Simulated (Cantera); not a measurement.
Input: 1 mol CH₃Cl, 1.1 mol H₂, at 2.70e-5 bar.

Method: chemical equilibrium by Gibbs-energy minimisation in Cantera with the NASA 1993 tables (ideal gas, pure condensed phases). Candidate condensed phases: C, C₆H₆, C₇H₈, C₈H₁₈; 91 gas species. Kinetics and transport are ignored. All values below are at 2823 K.

Base state: H 0.753, Cl 0.145, C 0.0722, C₃ 0.0190, C₂ 0.00807, H₂ 0.00195, HCl 0.000545, C₂H 0.000189 (mole fractions); condensed: gas only.

Problem. What changes in the equilibrium state with this change: pressure from 2.70e-5 bar to 1.00 bar?

Solution. 
```json
[
 {"species": "H₂", "before": "0.00195", "after": "0.601"},
 {"species": "HCl", "before": "0.000545", "after": "0.285"},
 {"species": "H", "before": "0.753", "after": "0.0687"},
 {"species": "C", "before": "0.0722", "after": "8.46e-6"},
 {"species": "C₂H₂ (acetylene)", "before": "3.72e-6", "after": "0.0216"},
 {"species": "C₃", "before": "0.0190", "after": "4.18e-5"},
 {"species": "Cl", "before": "0.145", "after": "0.0225"},
 {"species": "C₄H₂", "before": "2.97e-9", "after": "0.000324"},
 {"species": "CH₃", "before": "<1e-9", "after": "6.54e-5"},
 {"species": "C(graphite), mol", "before": "0", "after": "0.851"}
]
```
